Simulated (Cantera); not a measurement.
Feed: 1 mol BaF2, 2.7 mol HF, 39 mol N2, at 0.000170 bar.

Equilibrium computed with Cantera from the NASA thermochemical tables; the gas is ideal and each condensed phase is pure. Candidate condensed phases: Ba, BaF2; 24 gas species. The numbers say what is thermodynamically allowed, not how fast it happens.

### Question
What share of the Ba ends up in condensed phases as a function of T (K), at 1025, 1125, 1225, 1325, 1425, 1525, 1625, 1725?

### Answer
```csv
T (K),Ba condensed (%),as
1025,100.0,BaF2(s)
1125,100.0,BaF2(s)
1225,98.9,BaF2(s)
1325,83.3,BaF2(s)
1425,0.0,-
1525,0.0,-
1625,0.0,-
1725,0.0,-
```
